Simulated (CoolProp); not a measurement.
Saturation properties of propylene (Tc = 364.2 K, pc = 4.555 MPa, ω = 0.146).

Computed with CoolProp (reference Helmholtz-energy equation of state, Lemmon 2013).

| T (K) | p (MPa) | vapour Z | liquid viscosity (µPa s) | vapour viscosity (µPa s) |
|---|---|---|---|---|
| 231.6 | 0.1325 | 0.9564 | 183 | 6.52 |
| 239.4 | [?] | 0.9454 | 168 | 6.74 |
| 247.2 | 0.2466 | 0.9327 | 155 | 6.97 |
| 255 | 0.3260 | 0.9184 | 143 | 7.21 |
| 262.8 | [?] | 0.9022 | 133 | 7.45 |
| 270.6 | 0.5409 | 0.8842 | 123 | 7.72 |
| 278.4 | 0.6811 | 0.8642 | 114 | 8.02 |
| 286.2 | 0.8464 | [?] | 106 | 8.34 |
| 294 | 1.039 | [?] | 98.8 | 8.69 |
| 301.8 | 1.263 | 0.7909 | [?] | 9.10 |
| 309.6 | 1.520 | 0.7614 | [?] | 9.56 |
| 317.4 | 1.813 | [?] | 78.7 | [?] |
| 325.2 | 2.145 | 0.6927 | 72.5 | 10.7 |
| 333 | 2.521 | 0.6520 | 66.4 | 11.5 |

Question: What belongs in the gaps?

Answer: 
- 239.4, p (MPa): 0.1828
- 262.8, p (MPa): 0.4233
- 286.2, vapour Z: 0.8420
- 294, vapour Z: 0.8177
- 301.8, liquid viscosity (µPa s): 91.8
- 309.6, liquid viscosity (µPa s): 85.1
- 317.4, vapour Z: 0.7289
- 317.4, vapour viscosity (µPa s): 10.1

It boils at 225.5 K under 1 atm.

Viscosity comes from a separate model (Huber 2003), an estimate that may be off by 10 % or more.
